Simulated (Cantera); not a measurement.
Gas mixture: 100 % NO, at 0.00632 atm, frozen composition.

Cantera's kinetic-theory transport with the Lennard-Jones parameters of GRI-Mech 3.0, ideal gas; thermal conductivity in the mixture-averaged form. The composition is frozen, though it would react at the higher temperatures.

D: mixture-averaged diffusion coefficient of that species in the mixture.

| T (K) | ρ (kg/m³) | cp (J/kg/K) | μ (µPa s) | λ (mW/m/K) | Pr | D (cm²/s) N2 | D (cm²/s) CO2 | D (cm²/s) CH4 |
|---|---|---|---|---|---|---|---|---|
| 400 | 0.00577 | 998.6 | 23.1 | 32.4 | 0.712 | ___ | 41.3 | 58.4 |
| 650 | 0.00355 | 1054 | 32.3 | 48.2 | 0.706 | ___ | 96.9 | 135 |
| 900 | 0.00257 | 1114 | 40.1 | 63.0 | 0.708 | ___ | 169 | 233 |
| 1150 | 0.00201 | 1153 | 47.0 | 76.7 | 0.707 | ___ | 255 | 351 |
| 1400 | 0.00165 | 1181 | 53.4 | 89.4 | 0.706 | ___ | 355 | 487 |
| 1650 | 0.00140 | 1202 | 59.4 | 101 | 0.706 | ___ | 467 | 640 |

**Question.** What belongs in the gaps?

**Answer.** 
- 400, D (cm²/s) N2: 53.6
- 650, D (cm²/s) N2: 123
- 900, D (cm²/s) N2: 212
- 1150, D (cm²/s) N2: 318
- 1400, D (cm²/s) N2: 441
- 1650, D (cm²/s) N2: 580
